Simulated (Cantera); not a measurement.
Source: NASA polynomial tables (part measured, part estimated), evaluated in Cantera. Values are per mole of reaction as written; species without (g) are pure solids or liquids, kept so even where they would boil at 1 bar.

**Question.** Between 300 and 2123 K, where is each reaction favourable under standard conditions?
- 4 Ta₂O₅ + N₂(g) ⇌ 2 NO₂(g) + 8 TaO₂(g)

**Answer.** 
- 4 Ta₂O₅ + N₂(g) ⇌ 2 NO₂(g) + 8 TaO₂(g): ΔG° is 6058 kJ at 300 K and 2931 kJ at 2123 K; it stays positive (K < 1). ΔH° is 5763 kJ and ΔS° 1334 J/K at 2123 K.
